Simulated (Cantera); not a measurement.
A perfectly stirred reactor is fed with 4.00 % CH4, 1.40 % C2H6, 19.8 % O2, 74.8 % N2, at 17.0 bar; it is adiabatic with a 573 K inlet, and is followed from long to short residence time, starting on the burning branch (τ in s: 0.023, 0.0097, 0.0041, 0.0017, 0.00073, 0.00031, 0.00013, 5.4e-05, 2.3e-05, 9.7e-06, 4.1e-06).

Model: GRI-Mech 3.0 (53 species, 325 reactions), integrated in Cantera. The pressure lies above the range GRI-Mech 3.0 was tuned for (to about 10 atm).

Q: Predict: blow-out, bracketed by the residence times tried; x(CH4) at τ = 23.0 ms; x(C2H6) at τ = 23.0 ms; x(O2) at τ = 23.0 ms; x(O) at τ = 23.0 ms; x(HO2) at τ = 23.0 ms; x(CH4) at τ = 0.310 ms; x(C2H6) at τ = 0.310 ms; x(O2) at τ = 0.310 ms; x(O) at τ = 0.310 ms; x(HO2) at τ = 0.310 ms.

A: 
- blow-out, bracketed by the residence times tried = burning at 54.0 µs, out at 23.0 µs
- x(CH4) at τ = 23.0 ms = 2.93e-6
- x(C2H6) at τ = 23.0 ms = 1.82e-7
- x(O2) at τ = 23.0 ms = 0.0687
- x(O) at τ = 23.0 ms = 4.18e-5
- x(HO2) at τ = 23.0 ms = 2.85e-6
- x(CH4) at τ = 0.310 ms = 9.10e-5
- x(C2H6) at τ = 0.310 ms = 7.48e-6
- x(O2) at τ = 0.310 ms = 0.0703
- x(O) at τ = 0.310 ms = 0.000199
- x(HO2) at τ = 0.310 ms = 1.80e-5
